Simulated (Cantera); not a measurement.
Input (Python, Cantera):

```python
import numpy as np
import cantera as ct

gas = ct.Solution("gri30.yaml")
gas.TPX = 1223, 500000, {'CH4': 2.7, 'O2': 4.35, 'N2': 16.3, 'H2O': 0.51}
reactor = ct.IdealGasConstPressureReactor(gas, energy="on", clone=False)
net = ct.ReactorNet([reactor])
net.rtol, net.atol = 1e-08, 1e-16
show = ['CH4', 'O2', 'H2O', 'H', 'CH2', 'NO']
times = np.geomspace(1e-06, 1, 11)

steps = ct.SolutionArray(gas, extra=["t"])
rows = []
print(f"{'t/s':>10s}{'T/K':>9s}{'P/Pa':>11s}" + "".join(f"{s:>11s}" for s in show))
for t in times:
    while net.time < t:
        t_next = net.step()
        steps.append(gas.state, t=t_next)
    rows.append([np.interp(t, steps.t, y) for y in (steps.T, steps.P, *steps(*show).X.T)])
    print(f"{t:10.3e}{rows[-1][0]:9.1f}{rows[-1][1]:11.4g}" + "".join(f"{x:11.3e}" for x in rows[-1][2:]))
rate = np.gradient(steps.T, steps.t)
print("integrator steps:", len(steps.t))
if steps.T.max() > steps.T[0] + 200:
    print(f"time of steepest temperature rise: {steps.t[rate.argmax()]:.4e} s")
gas.TPX = 1223, 500000, {'CH4': 2.7, 'O2': 4.35, 'N2': 16.3, 'H2O': 0.51}
gas.equilibrate("HP")
print(f"equilibrium (HP): T = {gas.T:.1f} K  " + "  ".join(f"{s} {gas[s].X[0]:.3e}" for s in show))
```

Output:

```
       t/s      T/K       P/Pa        CH4         O2        H2O          H        CH2         NO
 1.000e-06   1223.0      5e+05  1.132e-01  1.823e-01  2.137e-02  1.248e-11  7.924e-19  5.615e-22
 3.981e-06   1223.0      5e+05  1.132e-01  1.823e-01  2.137e-02  1.636e-11  1.027e-17  4.983e-21
 1.585e-05   1223.0      5e+05  1.132e-01  1.823e-01  2.137e-02  3.376e-11  1.823e-16  5.612e-20
 6.310e-05   1223.0      5e+05  1.132e-01  1.823e-01  2.137e-02  1.417e-10  5.094e-15  9.281e-19
 2.512e-04   1223.0      5e+05  1.132e-01  1.823e-01  2.138e-02  1.185e-09  2.414e-13  2.615e-17
 1.000e-03   1223.4      5e+05  1.131e-01  1.823e-01  2.144e-02  3.261e-09  1.092e-12  4.481e-16
 3.981e-03   1227.5      5e+05  1.122e-01  1.817e-01  2.211e-02  1.798e-08  6.326e-12  7.865e-15
 1.585e-02   2697.7      5e+05  3.921e-13  1.461e-03  1.960e-01  4.636e-03  2.415e-13  2.406e-03
 6.310e-02   2697.7      5e+05  3.921e-13  1.461e-03  1.960e-01  4.636e-03  2.415e-13  2.406e-03
 2.512e-01   2697.7      5e+05  3.921e-13  1.461e-03  1.960e-01  4.636e-03  2.415e-13  2.406e-03
 1.000e+00   2697.7      5e+05  3.921e-13  1.461e-03  1.960e-01  4.636e-03  2.415e-13  2.406e-03
integrator steps: 2306
time of steepest temperature rise: 8.5681e-03 s
equilibrium (HP): T = 2697.7 K  CH4 4.629e-13  O2 1.461e-03  H2O 1.960e-01  H 4.636e-03  CH2 2.610e-13  NO 2.406e-03
```

Model: GRI-Mech 3.0 (53 species, 325 reactions), integrated in Cantera.
